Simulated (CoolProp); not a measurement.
Vapour-liquid equilibrium of carbon dioxide (1) + R125 (2) at 256 K; x and y are mole fractions of (1).

Computed with CoolProp (multi-fluid Helmholtz-energy mixture model, Span 1996 and Lemmon 2005; pair parameters Bell 2016).

```tsv
x	bubble pressure (kPa)	y at the bubble point	dew pressure at overall composition x (kPa)	liquid density (mol/L)
0.05	478.3	0.233	393.2	11.92
0.15	683.9	0.494	435.8	12.57
0.25	881.5	0.634	488.1	13.29
0.35	1067	0.722	553.7	14.08
0.45	1242	0.784	___	14.96
0.55	1407	___	___	15.97
0.65	1568	0.872	911.2	17.13
0.75	1727	0.909	1142	18.48
0.85	1890	0.945	1478	20.08
0.95	2060	0.981	1914	___
```

Q: What belongs in the gaps?

A: 
- 0.45, dew pressure at overall composition x (kPa): 638.7
- 0.55, y at the bubble point: 0.832
- 0.55, dew pressure at overall composition x (kPa): 752.4
- 0.95, liquid density (mol/L): 22.01

No azeotrope shows between x = 0.05 and 0.95.

Pair parameters are fitted to limited data, so mixtures are less certain than the pure fluids.
